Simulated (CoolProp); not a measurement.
A closed Brayton cycle with dry air: compressor inlet 310.15 K and 2.6 MPa, high pressure 8.61 MPa, turbine inlet 770 K, compressor efficiency 0.89, turbine efficiency 0.93, recuperator effectiveness 0 (on enthalpy, no pinch check). Each further row changes one setting.

Computed with CoolProp (reference Helmholtz-energy equation of state, Lemmon 2000). It is a pseudo-pure fit of the blend.

```tsv
case	thermal efficiency (%)	net work (kJ/kg)	compressor to turbine work	compressor exit (K)	turbine exit (K)
as stated	20.4	70.0	0.67	453.2	572.1
turbine inlet 720 K	___	55.8	0.72	453.2	533.3
compressor inlet 320.15 K	___	___	___	467.5	572.1
high pressure 7.32 MPa	___	67.5	0.64	430.9	595.8
recuperator effectiveness 0.5	25.0	70.0	0.67	453.2	572.1
```

Q: Complete the blanks.

A: 
- turbine inlet 720 K, thermal efficiency (%): 19.4
- compressor inlet 320.15 K, thermal efficiency (%): 19.9
- compressor inlet 320.15 K, net work (kJ/kg): 65.2
- compressor inlet 320.15 K, compressor to turbine work: 0.70
- high pressure 7.32 MPa, thermal efficiency (%): 18.5
